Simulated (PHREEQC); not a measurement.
H2SO4 is added in steps, without added water, to 1 kg of water holding 18 mmol/kgw NH4BF4, 0.76 mmol/kgw Na3PO4 and 1.3 mmol/kgw H2SeO3, at 25 °C. The system is closed to oxygen. CO2 from the air is kept out. The run lets Mirabilite precipitate or redissolve, and no other solid.

Base run: PHREEQC, ion-association model, wateq4f.dat. Each further column changes one thing. The table gives HSeO3- (mol/kgw).

```
H2SO4 added (mol)      base  Debye-Hückel limiting law  metal-ligand complexes left out  all activity coefficients set to 1  Davies equation for every ion
-----------------  --------  -------------------------  -------------------------------  ----------------------------------  -----------------------------
0                  0.000871                   0.000878                         0.000871                            0.000848                       0.000874
0.0031             0.000468                          …                         0.000468                            0.000417                       0.000473
0.0062             0.000294                   0.000312                         0.000294                            0.000250                       0.000299
0.0093             0.000216                          …                         0.000216                                   …                       0.000220
0.0124             0.000172                   0.000188                         0.000172                            0.000140                       0.000176
0.0155             0.000144                   0.000159                         0.000144                            0.000115                       0.000148
0.0186             0.000124                   0.000139                         0.000125                             9.84e-5                       0.000128
0.0217             0.000110                   0.000124                         0.000110                             8.59e-5                       0.000113
0.0248              9.90e-5                   0.000113                          9.90e-5                             7.64e-5                       0.000102
0.0279              9.01e-5                   0.000104                          9.02e-5                                   …                        9.32e-5
0.031               8.29e-5                          …                          8.29e-5                                   …                        8.59e-5
```

Question: Fill in the missing entries.

Answer: 
- 0.0031, Debye-Hückel limiting law: 0.000486
- 0.0093, Debye-Hückel limiting law: 0.000232
- 0.0093, all activity coefficients set to 1: 0.000179
- 0.0279, all activity coefficients set to 1: 6.89e-5
- 0.031, Debye-Hückel limiting law: 9.66e-5
- 0.031, all activity coefficients set to 1: 6.27e-5

H3PO4, which wateq4f.dat lacks, is added to it with the constant of phreeqc.dat. Real BF4- forms and hydrolyses slowly; the run takes it at equilibrium.
